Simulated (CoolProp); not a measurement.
Properties of cyclohexane at several states (Tc = 553.6 K, pc = 40.81 bar, ω = 0.209).

Model: reference Helmholtz-energy equation of state, Zhou 2014, in CoolProp.

| T (K) | p (bar) | phase | Z | cv (kJ/(kg K)) | Joule-Thomson coefficient (K/MPa) | expansivity (1/kK) |
|---|---|---|---|---|---|---|
| 308.6 | 241 | liquid | 1.008 | 1.408 | -0.4578 | 1.058 |
| 437.3 | 14.5 | liquid | 0.05339 | 1.995 | -0.06977 | 2.027 |
| 424.1 | 55 | liquid | 0.2005 | 1.932 | -0.1777 | 1.680 |
